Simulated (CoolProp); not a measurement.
R134a along the isotherm 138.75 °C: density (kg/m³) from the reference equation and from simpler models built on Tc = 101.1 °C, pc = 4.059 MPa, ω = 0.327; each cubic takes its own stable root.

The numbers come from the reference Helmholtz-energy equation of state, Tillner-Roth 1994 in CoolProp.

```csv
p (MPa),phase,reference
0.0321,gas,0.9582
0.0659,gas,1.971
0.135,gas,4.056
0.278,gas,8.428
0.571,gas,17.64
1.17,gas,37.67
2.41,gas,85.65
4.94,supercritical,235.1
10.1,supercritical,727.2
```

Q: How far does each simpler model (ideal gas, van der Waals, Redlich-Kwong, Soave-Redlich-Kwong, Peng-Robinson) lie from the reference over these 9 states: mean and median of the absolute difference, and the worst?

A: 
- ideal gas: mean 14.0 %, median 3.6 %, worst -58.6 % at 138.75 °C and 10.1 MPa
- van der Waals: mean 3.2 %, median 0.2 %, worst -20.6 % at 138.75 °C and 10.1 MPa
- Redlich-Kwong: mean 1.7 %, median 0.1 %, worst -10.6 % at 138.75 °C and 10.1 MPa
- Soave-Redlich-Kwong: mean 2.5 %, median 0.1 %, worst -17.3 % at 138.75 °C and 10.1 MPa
- Peng-Robinson: mean 1.5 %, median 0.4 %, worst -10.2 % at 138.75 °C and 10.1 MPa
